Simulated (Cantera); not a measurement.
**Reactions in the system C-O-Ta**

Cantera with NASA thermochemical tables; ideal gases at 1 bar, condensed phases pure. Values are per mole of reaction as written; species without (g) are pure solids or liquids, kept so even where they would boil at 1 bar. TaC: taken at fixed stoichiometry.

CO2(g) + TaC = 2 CO(g) + Ta

| T (K) | ΔH° (kJ) | ΔS° (J/K) | ΔG° (kJ) | log10 K |
|---|---|---|---|---|
| 300 | 316.6 | 180.7 | 262.4 | -45.68 |
| 2125 | 297.2 | 166.4 | -56.5 | 1.39 |
| 2200 | 295.9 | 165.8 | -68.9 | 1.64 |
| 2275 | 294.7 | 165.3 | -81.3 | 1.87 |
| 2350 | 293.5 | 164.8 | -93.7 | 2.08 |
| 2425 | 292.2 | 164.2 | -106.1 | 2.28 |
| 2500 | 291.0 | 163.7 | -118.4 | 2.47 |
| 2575 | 289.7 | 163.2 | -130.6 | 2.65 |
| 2650 | 288.5 | 162.8 | -142.8 | 2.82 |
| 2725 | 287.3 | 162.3 | -155.0 | 2.97 |
